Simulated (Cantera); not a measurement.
Mixture: CH4 : CO : O2 : N2 = 1 : 0.46 : 1.31 : 4.93 (molar parts), equivalence ratio 1.7, at 2.00 bar, adiabatic and at constant volume. Ignition delay is the time to a rise of 400 K.

Cantera simulation using GRI-Mech 3.0 (53 species, 325 reactions); the numbers are that mechanism's predictions, not measurements.

Task: Predict: delay at 1100 K; delay at 1300 K; delay at 1500 K; delay at 1700 K; delay at 1900 K; apparent activation energy between 1700 and 1900 K.

Result: 
| Property | Result |
|---|---|
| delay at 1100 K | 0.233 s |
| delay at 1300 K | 10.9 ms |
| delay at 1500 K | 0.908 ms |
| delay at 1700 K | 0.134 ms |
| delay at 1900 K | 33.5 µs |
| apparent activation energy between 1700 and 1900 K | 190 kJ/mol |
